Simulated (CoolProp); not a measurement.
Vapour-liquid equilibrium of R113 (1) + n-hexane (2) at 0.041 MPa; x and y are mole fractions of (1).

Computed with CoolProp (multi-fluid Helmholtz-energy mixture model, Marx 1992 and Thol 2019; pair parameters Bell 2016).

```json
[
 {"x": "0.05", "bubble temperature, mixture model (K)": "313.3", "bubble temperature, Raoult's law (K)": "314.2", "y, mixture model": "0.127", "y, Raoult's law": "0.099"},
 {"x": "0.2", "bubble temperature, mixture model (K)": "308.1", "bubble temperature, Raoult's law (K)": "310.4", "y, mixture model": "0.392", "y, Raoult's law": "0.346"},
 {"x": "0.35", "bubble temperature, mixture model (K)": "304.4", "bubble temperature, Raoult's law (K)": "307.0", "y, mixture model": "0.560", "y, Raoult's law": "0.536"},
 {"x": "0.5", "bubble temperature, mixture model (K)": "301.7", "bubble temperature, Raoult's law (K)": "304.0", "y, mixture model": "0.683", "y, Raoult's law": "0.685"},
 {"x": "0.65", "bubble temperature, mixture model (K)": "299.6", "bubble temperature, Raoult's law (K)": "301.3", "y, mixture model": "0.784", "y, Raoult's law": "0.803"},
 {"x": "0.8", "bubble temperature, mixture model (K)": "297.9", "bubble temperature, Raoult's law (K)": "298.8", "y, mixture model": "0.876", "y, Raoult's law": "0.899"},
 {"x": "0.95", "bubble temperature, mixture model (K)": "296.4", "bubble temperature, Raoult's law (K)": "296.6", "y, mixture model": "0.968", "y, Raoult's law": "0.977"}
]
```

The largest gap from Raoult's law is -2.6 K in bubble temperature, at x = 0.35. No azeotrope shows between x = 0.05 and 0.95.

The pair parameters rest on a limited set of measurements; away from them the model extrapolates.
